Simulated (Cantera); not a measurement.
Low-pressure radical oxidation in H2/O2

An isothermal, constant-pressure homogeneous reactor starts with 11.0 % H₂, 89.0 % O₂, equivalence ratio 0.062, at 1225 K and 0.00840 bar.

Detailed kinetics in Cantera: GRI-Mech 3.0 (53 species, 325 reactions). Radical loss at walls, strong at low pressure, is not modelled. The temperature is held fixed by assumption; the heat of reaction is taken as removed at once.

| t (s) | x H₂ | x O₂ | x H₂O | x O | x H | x HO₂ | x OH |
|---|---|---|---|---|---|---|---|
| 0.000900 | 0.110 | 0.890 | 9.37e-6 | 5.00e-6 | 4.44e-6 | 9.21e-8 | 3.25e-6 |
| 0.00212 | 0.0596 | 0.858 | 0.0367 | 0.0188 | 0.0177 | 2.83e-6 | 0.00897 |
| 0.00499 | 0.00328 | 0.817 | 0.0900 | 0.0566 | 0.0264 | 3.56e-6 | 0.00691 |
| 0.0117 | 0.00294 | 0.825 | 0.0936 | 0.0500 | 0.0219 | 3.57e-6 | 0.00657 |
| 0.0277 | 0.00229 | 0.840 | 0.0999 | 0.0372 | 0.0143 | 3.53e-6 | 0.00585 |
| 0.0651 | 0.00128 | 0.861 | 0.108 | 0.0197 | 0.00555 | 3.20e-6 | 0.00440 |
| 0.153 | 0.000414 | 0.877 | 0.113 | 0.00622 | 0.000987 | 2.22e-6 | 0.00253 |
| 0.361 | 8.86e-5 | 0.882 | 0.115 | 0.00132 | 9.66e-5 | 9.99e-7 | 0.00117 |
| 0.850 | 1.77e-5 | 0.884 | 0.116 | 0.000264 | 8.65e-6 | 3.19e-7 | 0.000525 |
| 2.00 | 4.06e-6 | 0.884 | 0.116 | 6.08e-5 | 9.56e-7 | 9.45e-8 | 0.000252 |
x: mole fraction; the columns are a selection and need not sum to one.

Equilibrium at this temperature and pressure: H₂ 2.86e-8, O₂ 0.884, H₂O 0.116, O 4.35e-7, H 5.79e-10, HO₂ 1.69e-8, OH 2.13e-5 (gas phase only).
